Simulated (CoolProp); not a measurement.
Vapour-liquid equilibrium of benzene (1) + n-octane (2) at 2.29 bar; x and y are mole fractions of (1).

Values from CoolProp's multi-fluid Helmholtz-energy mixture model, Thol 2012 and Beckmüller 2019; pair parameters Bell 2016.

| x | bubble temperature (K) | y at the bubble point | dew temperature at overall composition x (K) | liquid density (mol/L) |
|---|---|---|---|---|
| 0.05 | 426.4 | 0.137 | 429.3 | 5.231 |
| 0.2 | 414.2 | 0.447 | 424.1 | 5.744 |
| 0.35 | 404.7 | 0.640 | 418.3 | 6.307 |
| 0.5 | 397.5 | 0.763 | 411.8 | 6.939 |
| 0.65 | 392.0 | 0.849 | 404.1 | 7.669 |
| 0.8 | 387.4 | 0.918 | 395.2 | 8.534 |
| 0.95 | 383.5 | 0.979 | 385.3 | 9.583 |

No azeotrope shows between x = 0.05 and 0.95.

Pair parameters are fitted to limited data, so mixtures are less certain than the pure fluids.
